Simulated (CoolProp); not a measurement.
A single-stage vapour-compression cycle with CH3F (R41): evaporating at 206.15 K (dew point), condensing at 274.15 K (bubble point), superheat 8 K, subcooling 2 K, compressor efficiency 0.85, no pressure losses. Each further row changes one setting.

The numbers come from the reference Helmholtz-energy equation of state, Lemmon 2006 in CoolProp. It is a short technical equation, of lower accuracy than the large ones.

```
case                              cooling COP  pressure ratio  discharge temperature (K)  refrigerating effect (kJ/kg)  volumetric capacity (kJ/m³)
--------------------------------  -----------  --------------  -------------------------  ----------------------------  ---------------------------
as stated                                1.76            11.5                      393.4                           332                         1220
evaporating temperature 211.15 K         1.99            9.07                      380.8                           335                          ___
condensing temperature 269.15 K           ___             ___                        ___                           344                         1270
subcooling 7 K                           1.82            11.5                      393.4                           345                         1270
superheat 18 K                            ___            11.5                      409.1                           344                         1200
compressor efficiency 0.75                ___            11.5                        ___                           332                         1220
```

### Question
Some entries are withheld; supply them.

### Answer

- evaporating temperature 211.15 K, volumetric capacity (kJ/m³): 1540
- condensing temperature 269.15 K, cooling COP: 1.96
- condensing temperature 269.15 K, pressure ratio: 10.0
- condensing temperature 269.15 K, discharge temperature (K): 381.7
- superheat 18 K, cooling COP: 1.72
- compressor efficiency 0.75, cooling COP: 1.55
- compressor efficiency 0.75, discharge temperature (K): 411.1
